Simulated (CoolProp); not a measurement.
Values from CoolProp's reference Helmholtz-energy equation of state, de Reuck 1990.

For fluorine, give the phase and the density (kg/m³), cv (kJ/(kg K)), Joule-Thomson coefficient (K/MPa), fugacity coefficient at 147.4 K and 1.43 MPa; 147.4 K and 10 MPa.


- 147.4 K and 1.43 MPa: gas; density 48.7, cv 0.591, Joule-Thomson coefficient 7.64, fugacity coefficient 0.917
- 147.4 K and 10 MPa: supercritical; density 962, cv 0.710, Joule-Thomson coefficient 0.675, fugacity coefficient 0.445
